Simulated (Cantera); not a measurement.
Standard-state values (1 bar) from the NASA 1993 polynomials, evaluated with Cantera. Values are per mole of reaction as written; species without (g) are pure solids or liquids, kept so even where they would boil at 1 bar.

C + O₂(g) ⇌ CO₂(g), with ΔH° = -393.5 kJ and ΔS° = 2.9 J/K at 300 K.

**Question.** How far is the shortcut ΔG° ≈ ΔH°(300 K) − T·ΔS°(300 K) from the full temperature-dependent value at 1998, 2023, 2048, 2073, 2098 K?

**Answer.** 
```json
[
 {"T (K)": "1998", "shortcut (kJ)": "-399.3", "full (kJ)": "-396.3", "difference (kJ)": "-3.0", "difference in log10 K": "0.08"},
 {"T (K)": "2023", "shortcut (kJ)": "-399.4", "full (kJ)": "-396.3", "difference (kJ)": "-3.1", "difference in log10 K": "0.08"},
 {"T (K)": "2048", "shortcut (kJ)": "-399.4", "full (kJ)": "-396.3", "difference (kJ)": "-3.2", "difference in log10 K": "0.08"},
 {"T (K)": "2073", "shortcut (kJ)": "-399.5", "full (kJ)": "-396.3", "difference (kJ)": "-3.3", "difference in log10 K": "0.08"},
 {"T (K)": "2098", "shortcut (kJ)": "-399.6", "full (kJ)": "-396.2", "difference (kJ)": "-3.3", "difference in log10 K": "0.08"}
]
```
The shortcut ignores the heat-capacity change of the reaction.
